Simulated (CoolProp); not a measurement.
The fluid at 366.36 K and 0.0767 MPa is throttled through a valve to 0.0339 MPa with no heat exchange. The same conditions are run with several fluids, on thermodynamics alone (safety and materials aside).

Values from CoolProp's reference Helmholtz-energy equation of state of each fluid (ethanol: Schroeder 2014; R1224YDZ: Akasaka 2023; ethylene: Smukala 2000; R124: de Vries 1995; R141b: Lemmon 2006).

| fluid | temperature change (K) | final density (kg/m³) |
|---|---|---|
| ethanol | -2.2 | 0.520 |
| R1224YDZ | -0.7 | 1.67 |
| ethylene | -0.3 | 0.313 |
| R124 | -0.5 | 1.53 |
| R141b | -0.9 | 1.31 |
